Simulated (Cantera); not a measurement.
An adiabatic, constant-pressure homogeneous reactor starts with 4.42 % CH4, 20.1 % O2, 75.5 % N2, equivalence ratio 0.44, at 1300 K and 3750 Torr.

Computed with Cantera and GRI-Mech 3.0 (53 species, 325 reactions).

One state of this run: T (K) = 2200; x CH4 = <1e-12; x O2 = 0.108; x CH2O = <1e-12; x H2 = 0.000135; x HO2 = 4.99e-6. x: mole fraction; the columns are a selection and need not sum to one.

Q: Which value of t (s) does it belong to?
(A) 0.000618
(B) 0.000236
(C) 0.200
(D) 1.31e-5

A: C, 0.200
